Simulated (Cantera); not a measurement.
A perfectly stirred reactor is fed with C2H6 : N2 = 1 : 22 (molar parts), at 2.48 Torr; it is held at 1000 K, and followed from long to short residence time.

Computed with Cantera and GRI-Mech 3.0 (53 species, 325 reactions). GRI-Mech 3.0 stops at C3 and has no aromatics, soot or wall deposition, so with more carbon than oxygen in the feed, carbon stays in small species such as C2H2 where larger ones or solid carbon would form. Radical loss at walls, strong at low pressure, is not modelled.

What does this change do: temperature 1000 to 1150 K?


```tsv
quantity	before	after
x(C2H6) at τ = 2.10 s	0.0424	0.0183
x(C2H4) at τ = 2.10 s	0.000966	0.0185
x(HCN) at τ = 2.10 s	<1e-12	3.31e-10
x(CH4) at τ = 2.10 s	5.84e-5	0.00554
x(CH3) at τ = 2.10 s	2.95e-6	0.000101
x(C2H6) at τ = 40.0 ms	0.0435	0.0432
x(C2H4) at τ = 40.0 ms	2.52e-7	0.000210
x(HCN) at τ = 40.0 ms	<1e-12	1.06e-11
x(CH4) at τ = 40.0 ms	7.96e-8	2.48e-5
x(CH3) at τ = 40.0 ms	2.17e-7	3.06e-5
```

What does this change do: temperature 1000 to 1550 K?


```tsv
quantity	before	after
x(C2H6) at τ = 2.10 s	0.0424	0.000134
x(C2H4) at τ = 2.10 s	0.000966	0.000699
x(HCN) at τ = 2.10 s	<1e-12	1.58e-5
x(CH4) at τ = 2.10 s	5.84e-5	0.00698
x(CH3) at τ = 2.10 s	2.95e-6	0.000791
x(C2H6) at τ = 40.0 ms	0.0435	0.00525
x(C2H4) at τ = 40.0 ms	2.52e-7	0.0116
x(HCN) at τ = 40.0 ms	<1e-12	2.22e-6
x(CH4) at τ = 40.0 ms	7.96e-8	0.0127
x(CH3) at τ = 40.0 ms	2.17e-7	0.00482
```
